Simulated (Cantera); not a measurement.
Cantera run:

```python
import numpy as np
import cantera as ct

gas_names = [...]  # 110 gases of nasa_gas.yaml made of C, H, O
cond_names = """
    C(gr) C6H6(L) C7H8(L) C8H18(L),n-octa H2O(s) H2O(L)
""".split()


# ... load() reads the species with a 1 bar reference pressure and builds the phases ...
atoms = {
    'C3H8': {'C': 3, 'H': 8},
    'CO2': {'C': 1, 'O': 2},
}
top_T = {'C(gr)': 4500}  # K; cautious upper limits of use, not melting points


# ... equilibrate(T, P, feed) seeds the gas with the atoms and calls Mixture.equilibrate('TP', solver="vcs", rtol=1e-11, max_steps=5000) ...
results = []
T = 673  # K
P = 780000  # Pa
for m in [0.29, 0.67, 1.1, 1.4, 1.8, 2.2, 2.6, 3]:
    feed = {'C3H8': 1, 'CO2': m}  # mol
    mix = equilibrate(T, P, feed)
    results.append((T, P, feed, dict(zip(mix.species_names, mix.species_moles))))

top = {s: max(r[3][s] / sum(r[3][g] for g in gas_names) for r in results) for s in gas_names}
cols = sorted((s for s in top if top[s] > 1e-05), key=lambda s: -top[s])[:6]
seen = [c for c in cond_names if any(r[3].get(c, 0) > 1e-12 for r in results)]
print("log10 of partial pressures in bar; condensed amounts in mol")
print(f"{'n(CO2)':>10s}" + "".join(f"{s[:9]:>10s}" for s in cols + seen))
for T, P, feed, n in results:
    ng = sum(n[g] for g in gas_names)
    print(f"{feed['CO2']:10.4g}" + "".join(f"{np.log10(max(n[s] / ng * P / 1e5, 1e-99)):10.3f}" for s in cols)
          + "".join(f"{n.get(c, 0):10.4g}" for c in seen))
```

It prints:

```
log10 of partial pressures in bar; condensed amounts in mol
    n(CO2)       CH4       H2O       CO2        H2        CO      C2H6     C(gr)
      0.29     0.732     0.233    -1.031    -0.226    -2.577    -3.882     1.613
      0.67     0.591     0.476    -0.404    -0.296    -2.264    -4.094     2.147
       1.1     0.451     0.569    -0.079    -0.366    -2.101    -4.304     2.601
       1.4     0.363     0.595     0.063    -0.410    -2.030    -4.436     2.847
       1.8     0.257     0.609     0.197    -0.463    -1.964    -4.595      3.11
       2.2     0.161     0.609     0.293    -0.511    -1.916    -4.739     3.318
       2.6     0.075     0.602     0.365    -0.555    -1.879    -4.869     3.485
         3    -0.005     0.591     0.422    -0.594    -1.851    -4.988     3.622
```

Equilibrium computed with Cantera from the NASA thermochemical tables; the gas is ideal and each condensed phase is pure.
